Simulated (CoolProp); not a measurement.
Values from CoolProp's reference Helmholtz-energy equation of state, Thol 2014.

Task: For chloromethane (R40), give the phase and the density (kg/m³), cp (kJ/(kg K)), cv (kJ/(kg K)), expansivity (1/kK) at 290.5 K and 10400 kPa; 290.5 K and 15600 kPa.

Result: 
- 290.5 K and 10400 kPa: liquid; density 946, cp 1.56, cv 0.966, expansivity 1.90
- 290.5 K and 15600 kPa: liquid; density 955, cp 1.55, cv 0.962, expansivity 1.80
